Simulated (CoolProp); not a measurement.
Properties of c-C4F8 (RC318) along the isotherm 105.65 °C.

Computed with CoolProp (reference Helmholtz-energy equation of state, Platzer 1990). This equation is an older, rougher fit.

```
p (MPa)  phase       Z  expansivity (1/kK)  conductivity (mW/(m K))
-------  -----  ------  ------------------  -----------------------
0.126      gas  0.9835               2.794                     17.6
0.253      gas  0.9664               2.967                     17.7
0.379      gas  0.9490               3.157                     17.8
0.505      gas  0.9310               3.371                     17.9
0.631      gas  0.9124               3.613                     18.0
0.758      gas  0.8930               3.890                     18.2
0.884      gas  0.8730               4.207                     18.3
1.01       gas  0.8522               4.574                     18.6
1.14       gas  0.8297               5.022                     18.8
1.26       gas  0.8078               5.515                     19.1
1.39       gas  0.7828               6.164                     19.5
```

Thermal conductivity comes from a separate model (Huber 2003), an estimate that may be off by 10 % or more.
